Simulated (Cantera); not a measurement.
**Moist CO burnout**

An isothermal, constant-pressure homogeneous reactor starts with 0.185 % CO, 1.85 % O2, 0.546 % H2O, 97.4 % N2, equivalence ratio 0.050, at 1300 K and 200000 Pa.

Model: GRI-Mech 3.0 (53 species, 325 reactions), integrated in Cantera.

```csv
t (s),x CO,x O2,x H2O,x NO,x O,x H2O2
8.00e-5,0.00185,0.0185,0.00546,<1e-12,1.08e-9,<1e-12
0.000215,0.00185,0.0185,0.00546,<1e-12,3.15e-9,<1e-12
0.000576,0.00185,0.0185,0.00546,<1e-12,2.02e-8,2.10e-12
0.00155,0.00185,0.0185,0.00545,<1e-12,1.85e-6,8.65e-10
0.00415,0.00107,0.0181,0.00542,7.05e-9,5.38e-5,7.81e-8
0.0111,0.000258,0.0177,0.00544,2.56e-8,1.34e-5,2.65e-8
0.0299,4.04e-5,0.0176,0.00545,3.76e-8,2.31e-6,5.99e-9
0.0803,4.63e-6,0.0176,0.00546,4.34e-8,3.71e-7,1.14e-9
0.215,3.76e-7,0.0176,0.00546,4.60e-8,7.47e-8,2.46e-10
0.578,1.34e-8,0.0176,0.00546,4.69e-8,2.68e-8,8.94e-11
1.55,1.61e-9,0.0176,0.00546,4.71e-8,1.73e-8,5.81e-11
4.16,1.52e-9,0.0176,0.00546,4.73e-8,1.67e-8,5.62e-11
11.2,1.52e-9,0.0176,0.00546,4.76e-8,1.67e-8,5.62e-11
30.0,1.52e-9,0.0176,0.00546,4.84e-8,1.67e-8,5.62e-11
```
x: mole fraction; the columns are a selection and need not sum to one.

Equilibrium at this temperature and pressure: CO 1.52e-9, O2 0.0175, H2O 0.00546, NO 0.000128, O 1.67e-8, H2O2 5.61e-11 (gas phase only).
